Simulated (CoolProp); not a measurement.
Vapour pressure (MPa) of R1336mzz(Z): the reference equation beside estimates from Tc = 444.5 K, pc = 2.904 MPa, ω = 0.386.

The numbers come from the reference Helmholtz-energy equation of state, McLinden 2020 in CoolProp.

```csv
T (K),reference,Redlich-Kwong,Soave-Redlich-Kwong,Peng-Robinson
204.5,0.0002120,0.001912,0.0002121,0.0002445
210.4,0.0003714,0.002967,0.0003694,0.0004192
216.3,0.0006269,0.004465,0.0006209,0.0006948
222.2,0.001023,0.006537,0.001010,0.001116
228.2,0.001632,0.009389,0.001608,0.001755
234.1,0.002510,0.01310,0.002471,0.002667
240,0.003762,0.01790,0.003702,0.003958
245.9,0.005507,0.02401,0.005419,0.005742
251.8,0.007889,0.03166,0.007766,0.008162
257.7,0.01107,0.04108,0.01091,0.01138
263.6,0.01526,0.05253,0.01505,0.01560
269.6,0.02078,0.06655,0.02052,0.02114
```

Absolute difference from the reference over all 12 rows, mean and median: Redlich-Kwong 441.5 and 398.9 %, Soave-Redlich-Kwong 1.2 and 1.4 %, Peng-Robinson 6.8 and 5.7 %.
